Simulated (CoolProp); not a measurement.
R113 along the isobar 4.31 MPa: fugacity coefficient from the reference equation and from simpler models built on Tc = 487.2 K, pc = 3.392 MPa, ω = 0.253; each cubic takes its own stable root.

Model: reference Helmholtz-energy equation of state, Marx 1992, in CoolProp.

| T (K) | phase | reference |
|---|---|---|
| 298.4 | liquid | 0.01261 |
| 315.2 | liquid | 0.02294 |
| 332 | liquid | 0.03866 |
| 348.8 | liquid | 0.06107 |
| 365.6 | liquid | 0.09129 |
| 382.4 | liquid | 0.1302 |
| 399.2 | liquid | 0.1781 |
| 416 | liquid | 0.2350 |
| 432.8 | liquid | 0.3003 |
| 449.6 | liquid | 0.3728 |
| 466.4 | liquid | 0.4506 |
| 483.2 | liquid | 0.5309 |
| 500 | supercritical | 0.6077 |

Q: How far does each simpler model (van der Waals, Redlich-Kwong) lie from the reference over these 13 states: mean and median of the absolute difference, and the worst?

A: 
- van der Waals: mean 164.2 %, median 82.9 %, worst +655.8 % at 298.4 K and 4.31 MPa
- Redlich-Kwong: mean 33.0 %, median 25.5 %, worst +91.4 % at 298.4 K and 4.31 MPa
